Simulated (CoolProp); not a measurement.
The numbers come from the reference Helmholtz-energy equation of state, Thol 2018 in CoolProp.

**Question.** Give the vapour pressure (bar), liquid density (kg/m³), liquid cp (kJ/(kg K)), vapour Z of saturated hydrogen chloride at 243.4, 257.9, 267.6 K.

**Answer.** 
```json
[
 {"T (K)": "243.4", "p (bar)": "10.9", "liquid density (kg/m³)": "1030", "liquid cp (kJ/(kg K))": "1.79", "vapour Z": "0.857"},
 {"T (K)": "257.9", "p (bar)": "17.0", "liquid density (kg/m³)": "985", "liquid cp (kJ/(kg K))": "1.88", "vapour Z": "0.809"},
 {"T (K)": "267.6", "p (bar)": "22.3", "liquid density (kg/m³)": "949", "liquid cp (kJ/(kg K))": "1.97", "vapour Z": "0.770"}
]
```
